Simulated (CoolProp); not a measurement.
Vapour-liquid equilibrium of propylene (1) + R152A (2) at 0.0293 MPa; x and y are mole fractions of (1).

Computed with CoolProp (multi-fluid Helmholtz-energy mixture model, Lemmon 2013 and Outcalt 1996; pair parameters Bell 2016).

| x | bubble temperature, mixture model (K) | bubble temperature, Raoult's law (K) | y, mixture model | y, Raoult's law |
|---|---|---|---|---|
| 0.05 | 218.1 | 222.4 | 0.335 | 0.149 |
| 0.2 | 208.4 | 217.3 | 0.683 | 0.469 |
| 0.35 | ___ | 213.2 | ___ | 0.666 |
| 0.5 | 203.4 | 209.8 | ___ | 0.794 |
| 0.65 | ___ | 206.9 | 0.842 | 0.882 |
| 0.8 | ___ | 204.4 | 0.877 | 0.943 |
| 0.95 | 201.5 | 202.2 | 0.953 | 0.988 |

### Question
Some entries are withheld; supply them.

### Answer

- 0.35, bubble temperature, mixture model (K): 204.8
- 0.35, y, mixture model: 0.777
- 0.5, y, mixture model: 0.815
- 0.65, bubble temperature, mixture model (K): 202.6
- 0.8, bubble temperature, mixture model (K): 202.0

The largest gap from Raoult's law is -8.9 K in bubble temperature, at x = 0.2. No azeotrope shows between x = 0.05 and 0.95.

The pair parameters rest on a limited set of measurements; away from them the model extrapolates.
